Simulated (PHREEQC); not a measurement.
Solution (63 °C): 140 mmol/kgw ZnSO4, 0.22 mmol/kgw KCl and 0.5 mmol/kgw MnSO4. Closed to the air; pH follows from the charge balance.

Equilibrium calculation in PHREEQC: ion-association model, phreeqc.dat.

Each row changes one thing in this solution. Precipitation was switched off in this run.

```
case                                          pH  ionic strength (mol/kgw)  Cl- (mol/kgw)  ZnCl+ (mol/kgw)  ZnOHCl (mol/kgw)  ZnCl2 (mol/kgw)
------------------------------------------  ----  ------------------------  -------------  ---------------  ----------------  ---------------
as made                                     5.11                     0.268       0.000184          3.58e-5           8.24e-9          3.41e-9
MnSO4 from 0.0005 to 0.00075 mol/kgw        5.11                     0.269       0.000184          3.57e-5           8.24e-9          3.41e-9
MnSO4 from 0.0005 to 0.005 mol/kgw          5.12                     0.275       0.000184          3.52e-5           8.19e-9              [?]
MnSO4 left out                              5.11                     0.267       0.000184          3.58e-5           8.24e-9              [?]
KCl replaced by MnCl2 at the same molality  5.11                     0.268       0.000368          7.15e-5           1.65e-8              [?]
```

Question: What belongs in the gaps?

Answer: 
- MnSO4 from 0.0005 to 0.005 mol/kgw, ZnCl2 (mol/kgw): 3.34e-9
- MnSO4 left out, ZnCl2 (mol/kgw): 3.42e-9
- KCl replaced by MnCl2 at the same molality, ZnCl2 (mol/kgw): 1.36e-8

Constants without temperature data keep their 25 °C values here.
